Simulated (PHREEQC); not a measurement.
Consider water at 50 °C with 0.077 mol HF, 0.0002 mol H2SiF6, 0.011 mol HBF4 and 0.012 mol HCl per kg of water. Closed to the air; pH follows from the charge balance.

All values are PHREEQC results (ion-association model, wateq4f.dat), not measurements.

```tsv
quantity	before	after
pH	1.66	2.16
ionic strength (mol/kgw)	0.0255	0.0190
HF (mol/kgw)	0.0659	0.0701
H2F2 (mol/kgw)	0.00444	0.00501
F- (mol/kgw)	0.00147	0.00490
HF2- (mol/kgw)	0.000423	0.00150
SI of Quartz (SiO2)	-5.54	-6.68
```

Task: What was changed between the two runs?
A. temperature from 50 to 60 °C
B. HBF4 from 0.011 to 0.0121 mol/kgw
C. HBF4 replaced by KF at the same molality
D. diluted 5-fold with water

Result: C, HBF4 replaced by KF at the same molality

No solid was allowed to form. wateq4f.dat counts part of the HF as a dimer, H2F2, which phreeqc.dat doesn't know; its constant is uncertain. Constants without temperature data keep their 25 °C values here. SiF6-2 is the database's only silicon fluoride. Real BF4- forms and hydrolyses slowly; the run takes it at equilibrium.
